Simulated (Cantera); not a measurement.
Standard-state values (1 bar) from the NASA 1993 polynomials, evaluated with Cantera. Values are per mole of reaction as written; species without (g) are pure solids or liquids, kept so even where they would boil at 1 bar.

Task: Between 373 and 548 K, where is each reaction favourable under standard conditions?
- I2 + Mg = MgI2
- I2(g) + Mg(g) = MgI2

Result: 
- I2 + Mg = MgI2: ΔG° is -360 kJ at 373 K and -349 kJ at 548 K; it stays negative (K > 1). ΔH° is -387 kJ and ΔS° -70 J/K at 548 K.
- I2(g) + Mg(g) = MgI2: ΔG° is -472 kJ at 373 K and -425 kJ at 548 K; it stays negative (K > 1). ΔH° is -571 kJ and ΔS° -267 J/K at 548 K.
